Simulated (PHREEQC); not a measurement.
A solution holds 0.89 mol/kgw KCl, 0.036 mol/kgw Na2SO4 and 0.65 mol/kgw LiCl, at 20 °C. Closed to the air; pH follows from the charge balance.

Equilibrium calculation in PHREEQC: Pitzer model, pitzer.dat.

Each row changes one thing in this solution. This is a speciation only: nothing precipitates in the calculation.

```tsv
case	HSO4- (mol/kgw)	SI of Halite (NaCl)	SI of Mirabilite (Na2SO4:10H2O)
as made	3.61e-8	-2.89	-4.11
KCl from 0.89 to 1.78 mol/kgw	2.81e-8	-2.70	-4.42
KCl from 0.89 to 4.45 mol/kgw	2.10e-8	-2.29	-5.04
KCl left out	5.81e-8	-3.22	-3.63
KCl from 0.89 to 0.089 mol/kgw	5.43e-8	-3.17	-3.69
diluted 10-fold with water	8.84e-9	-4.78	-6.14
diluted 5-fold with water	1.37e-8	-4.23	-5.47
temperature from 20 to 25 °C	4.98e-8	-2.90	-4.33
```

Complexes and solids missing from the database can't appear. Some of these states are supersaturated (in Sylvite, for instance).
